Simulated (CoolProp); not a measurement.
Vapour-liquid equilibrium of carbon dioxide (1) + hydrogen sulfide (2) at -9.15 °C; x and y are mole fractions of (1).

The numbers come from the multi-fluid Helmholtz-energy mixture model, Span 1996 and Lemmon 2006; pair parameters Kunz 2012 in CoolProp.

| x | bubble pressure, mixture model (bar) | bubble pressure, Raoult's law (bar) | y, mixture model | y, Raoult's law |
|---|---|---|---|---|
| 0.05 | ___ | 8.782 | 0.240 | 0.154 |
| 0.15 | ___ | 10.71 | 0.474 | 0.380 |
| 0.25 | 16.67 | 12.65 | 0.588 | 0.536 |
| 0.35 | 18.86 | 14.58 | 0.658 | 0.651 |
| 0.45 | 20.59 | 16.51 | 0.709 | 0.740 |
| 0.55 | ___ | 18.44 | 0.753 | 0.809 |
| 0.65 | 23.36 | 20.37 | 0.795 | 0.866 |
| 0.75 | 24.59 | 22.30 | ___ | 0.912 |
| 0.85 | ___ | 24.24 | 0.896 | 0.952 |
| 0.95 | 26.72 | 26.17 | 0.962 | 0.985 |

Q: Complete the blanks.

A: 
- 0.05, bubble pressure, mixture model (bar): 10.06
- 0.15, bubble pressure, mixture model (bar): 13.81
- 0.55, bubble pressure, mixture model (bar): 22.05
- 0.75, y, mixture model: 0.842
- 0.85, bubble pressure, mixture model (bar): 25.73

The largest gap from Raoult's law is +31.8 % in bubble pressure, at x = 0.25. No azeotrope shows between x = 0.05 and 0.95.

The pair parameters rest on a limited set of measurements; away from them the model extrapolates.
